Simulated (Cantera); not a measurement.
A perfectly stirred reactor is fed with 1.93 % CH4, 96.7 % H2, 1.35 % N2, at 1330 Pa; it is held at 2550 K, and followed from long to short residence time.

Model: GRI-Mech 3.0 (53 species, 325 reactions), integrated in Cantera. GRI-Mech 3.0 stops at C3 and has no aromatics, soot or wall deposition, so with more carbon than oxygen in the feed, carbon stays in small species such as C2H2 where larger ones or solid carbon would form. Radical loss at walls, strong at low pressure, is not modelled.

x: mole fraction; the columns are a selection and need not sum to one.

```tsv
τ (s)	x CH4	x H2	x CH2	x CH3	x C2H6	x H
0.41	2.90e-5	0.850	1.89e-5	___	2.51e-11	0.129
0.16	0.000135	0.896	3.18e-5	___	4.03e-10	0.0821
0.060	0.000486	0.922	4.84e-5	___	3.90e-9	0.0554
0.023	0.00130	0.935	6.84e-5	___	2.20e-8	0.0414
0.0087	0.00305	0.943	9.03e-5	___	9.47e-8	0.0322
0.0033	0.00629	0.948	0.000104	___	3.08e-7	0.0249
0.0013	0.0109	0.952	9.16e-5	___	6.32e-7	0.0180
0.00049	0.0154	0.958	4.39e-5	___	5.94e-7	0.0102
0.00019	0.0177	0.963	1.10e-5	___	2.19e-7	0.00447
```

### Question
Fill in the missing entries.

### Answer

- 0.41, x CH3: 7.75e-5
- 0.16, x CH3: 0.000218
- 0.060, x CH3: 0.000517
- 0.023, x CH3: 0.00102
- 0.0087, x CH3: 0.00185
- 0.0033, x CH3: 0.00294
- 0.0013, x CH3: 0.00367
- 0.00049, x CH3: 0.00294
- 0.00019, x CH3: 0.00153
